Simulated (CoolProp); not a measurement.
Vapour-liquid equilibrium of n-hexane (1) + cyclohexane (2) at 358 K; x and y are mole fractions of (1).

The numbers come from the multi-fluid Helmholtz-energy mixture model, Thol 2019 and Zhou 2014; pair parameters Bell 2016 in CoolProp.

| x | bubble pressure, mixture model (MPa) | bubble pressure, Raoult's law (MPa) | y, mixture model | y, Raoult's law |
|---|---|---|---|---|
| 0.05 | 0.1178 | 0.1170 | 0.075 | 0.070 |
| 0.15 | 0.1238 | 0.1219 | 0.209 | 0.202 |
| 0.25 | 0.1294 | 0.1269 | 0.327 | 0.323 |
| 0.35 | 0.1347 | 0.1318 | 0.435 | 0.435 |
| 0.45 | 0.1397 | 0.1367 | 0.534 | 0.539 |
| 0.55 | 0.1444 | 0.1416 | 0.628 | 0.636 |
| 0.65 | 0.1489 | 0.1466 | 0.716 | 0.726 |
| 0.75 | 0.1533 | 0.1515 | 0.801 | 0.811 |
| 0.85 | 0.1576 | 0.1564 | 0.882 | 0.890 |
| 0.95 | 0.1618 | 0.1614 | 0.961 | 0.965 |

The largest gap from Raoult's law is +2.2 % in bubble pressure, at x = 0.35. No azeotrope shows between x = 0.05 and 0.95.

The pair parameters rest on a limited set of measurements; away from them the model extrapolates.
